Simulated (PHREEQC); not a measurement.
Buffer (model solution)

Make-up at 57 °C: 0.04 mol/kgw HF and 0.00038 mol/kgw Na2CO3. Closed to the air; pH follows from the charge balance.

The numbers come from PHREEQC with the ion-association model, phreeqc.dat.

Each row changes one thing in this solution. Precipitation was switched off in this run.

```
case                                            pH  ionic strength (mol/kgw)  HF (mol/kgw)  F- (mol/kgw)  HF2- (mol/kgw)  NaF (mol/kgw)
--------------------------------------------  ----  ------------------------  ------------  ------------  --------------  -------------
as made                                       2.46                   0.00451        0.0349       0.00391        0.000598        1.46e-6
temperature from 57 to 35 °C                  2.37                   0.00540        0.0339       0.00474        0.000659        1.76e-6
HF from 0.04 to 0.2 mol/kgw                   1.97                    0.0126    (withheld)    (withheld)         0.00559        2.39e-6
Na2CO3 replaced by NaHS at the same molality  2.44                   0.00431        0.0351       0.00374        0.000576        7.01e-7
HF from 0.04 to 0.044 mol/kgw                 2.43                   0.00475        0.0386       0.00407      (withheld)        1.51e-6
```

Task: Some entries are withheld; supply them.

Result: 
- HF from 0.04 to 0.2 mol/kgw, HF (mol/kgw): 0.182
- HF from 0.04 to 0.2 mol/kgw, F- (mol/kgw): 0.00701
- HF from 0.04 to 0.044 mol/kgw, HF2- (mol/kgw): 0.000688

Species that the database lacks are ignored. Away from 25 °C the constants follow the database's enthalpies or fits; those with neither stay at their 25 °C values.
